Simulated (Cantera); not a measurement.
**Adiabatic ignition**

An adiabatic, constant-pressure homogeneous reactor starts with 9.20 % CO, 0.515 % H₂, 7.64 % CH₄, 16.7 % O₂, 63.1 % N₂, 2.76 % H₂O, at 1050 K and 19.0 bar.

Computed with Cantera and GRI-Mech 3.0 (53 species, 325 reactions). The pressure lies above the range GRI-Mech 3.0 was tuned for (to about 10 atm).

```
t (s)     T (K)    x CO     x H₂   x CH₄     x CO₂    x C₂H₆
--------  -----  ------  -------  ------  --------  --------
2.00e-6    1050  0.0920  0.00515  0.0764   2.23e-9    <1e-12
5.22e-6    1050  0.0920  0.00515  0.0764   6.15e-9    <1e-12
1.36e-5    1050  0.0920  0.00515  0.0764   1.82e-8  9.15e-12
3.56e-5    1050  0.0920  0.00515  0.0764   6.33e-8  1.61e-10
9.28e-5    1050  0.0920  0.00515  0.0764   2.88e-7   2.88e-9
0.000242   1050  0.0920  0.00515  0.0764   1.73e-6   5.58e-8
0.000632   1050  0.0920  0.00515  0.0764   1.13e-5   8.85e-7
0.00165    1051  0.0920  0.00512  0.0764   5.41e-5   6.31e-6
0.00431    1053  0.0919  0.00504  0.0762  0.000204   2.75e-5
0.0112     1065  0.0913  0.00472  0.0756  0.000921  0.000138
0.0294     2697  0.0614   0.0143  <1e-12     0.108    <1e-12
0.0766     2697  0.0614   0.0143  <1e-12     0.108    <1e-12
0.200      2697  0.0614   0.0143  <1e-12     0.108    <1e-12
```
x: mole fraction; the columns are a selection and need not sum to one.

```json
{
 "time_of_steepest_temperature_rise": "18.8 ms",
 "temperature at 0.200 s": "2697 K",
 "equilibrium_temperature": "2697 K",
 "x(CO) at 0.200 s": "0.0614 (gas-phase equilibrium 0.0614)",
 "x(H₂) at 0.200 s": "0.0143 (gas-phase equilibrium 0.0143)",
 "x(CH₄) at 0.200 s": "<1e-12 (gas-phase equilibrium <1e-12)"
}
```
